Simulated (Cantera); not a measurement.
Mixture: C₃H₈ : O₂ : N₂ = 1 : 2.78 : 10.4 (molar parts), equivalence ratio 1.8, at 0.770 atm, adiabatic and at constant volume. Ignition delay is the time to a rise of 400 K.

Detailed kinetics in Cantera: GRI-Mech 3.0 (53 species, 325 reactions). GRI-Mech 3.0 was tuned for natural gas; its chemistry of propane as a main component is partial and can be far from experiment.

### Question
Predict: delay at 1400 K; delay at 1475 K; delay at 1550 K; delay at 1625 K; delay at 1700 K; apparent activation energy between 1550 and 1700 K.

### Answer
- delay at 1400 K = 0.253 ms
- delay at 1475 K = 0.110 ms
- delay at 1550 K = 56.9 µs
- delay at 1625 K = 33.5 µs
- delay at 1700 K = 21.8 µs
- apparent activation energy between 1550 and 1700 K = 140 kJ/mol
